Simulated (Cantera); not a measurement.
A jet of 3.55 % H₂, 6.06 % O₂, 90.4 % N₂ at 300 K and 0.0760 bar hits a platinum plate 7.8 cm away at a mass flux of 0.19 kg/m²/s; the plate temperature is set and raised in steps from an oxygen-covered start.

Detailed kinetics in Cantera: Deutschmann's 1995 Pt surface mechanism with GRI-Mech 3.0 gas chemistry. Catalytic surfaces can have several steady states; this one follows from the mechanism file's or the stated starting coverage.

x: mole fraction at the wall; θ: surface coverage.

```tsv
plate T (K)	wall x H₂	wall x O₂	wall x H₂O	wall x OH	θ free Pt	θ O*	θ OH*
600	0.00223	0.0245	0.0653	<1e-8	0.150	0.839	0.0108
650	0.00223	0.0246	0.0649	<1e-8	0.156	0.836	[?]
700	0.00222	0.0246	0.0645	<1e-8	0.164	0.831	0.00509
750	0.00214	0.0246	0.0643	<1e-8	0.176	0.820	0.00381
800	[?]	0.0245	0.0644	<1e-8	[?]	0.793	[?]
```

**Question.** Fill in the missing entries.

**Answer.** 
- 650, θ OH*: 0.00723
- 800, wall x H₂: 0.00193
- 800, θ free Pt: 0.204
- 800, θ OH*: 0.00303
